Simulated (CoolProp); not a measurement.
A single-stage vapour-compression cycle with R404A: evaporating at 208.15 K (dew point), condensing at 275.15 K (bubble point), superheat 8 K, subcooling 8 K, compressor efficiency 0.9, no pressure losses. Each further row changes one setting.

The numbers come from the reference Helmholtz-energy equation of state, Lemmon 2003 in CoolProp. It is a pseudo-pure fit of the blend.

| case | cooling COP | pressure ratio | discharge temperature (K) | refrigerating effect (kJ/kg) | volumetric capacity (kJ/m³) |
|---|---|---|---|---|---|
| as stated | 2.12 | 18.3 | 310.4 | 142 | 280 |
| evaporating temperature 213.15 K | 2.41 | 13.7 | 306.7 | 146 | 376 |
| condensing temperature 270.15 K | 2.36 | 15.6 | 304.6 | 149 | 293 |
| subcooling 13 K | 2.22 | 18.3 | 310.4 | 149 | 293 |
| superheat 18 K | 2.12 | 18.3 | 321.3 | 150 | 280 |
| compressor efficiency 0.8 | 1.88 | 18.3 | 319.0 | 142 | 280 |
